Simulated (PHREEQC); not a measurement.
Consider water at 20 °C with 3.8 mmol/kgw HF and 0.088 mmol/kgw (CH3)4NF. It is in equilibrium with CO2 at log p = -3.4 (atm). Otherwise closed; pH follows from the charge balance.

The numbers come from PHREEQC with the ion-association model, wateq4f.dat.

```yaml
pH: 2.89
ionic_strength: 0.00143 mol/kgw
total_alkalinity: -3.80 meq/kg
```

```json
[
 {"species": "HF", "molality": "0.00241", "activity": "0.00241", "log γ": "0.000"},
 {"species": "F-", "molality": "0.00142", "activity": "0.00136", "log γ": "-0.018"},
 {"species": "H+", "molality": "0.00134", "activity": "0.00129", "log γ": "-0.017"},
 {"species": "(CH3)4N+", "molality": "8.80e-5", "activity": "8.44e-5", "log γ": "-0.018"},
 {"species": "H2F2", "molality": "1.81e-5", "activity": "1.81e-5", "log γ": "0.000"},
 {"species": "CO2", "molality": "1.56e-5", "activity": "1.56e-5", "log γ": "0.000"},
 {"species": "HF2-", "molality": "1.26e-5", "activity": "1.20e-5", "log γ": "-0.018"},
 {"species": "HCO3-", "molality": "5.23e-9", "activity": "5.01e-9", "log γ": "-0.018"}
]
```

This is a speciation only: nothing precipitates in the calculation. (CH3)4N+ isn't in the database: it is added as a free cation with an ion size of 4 Å.
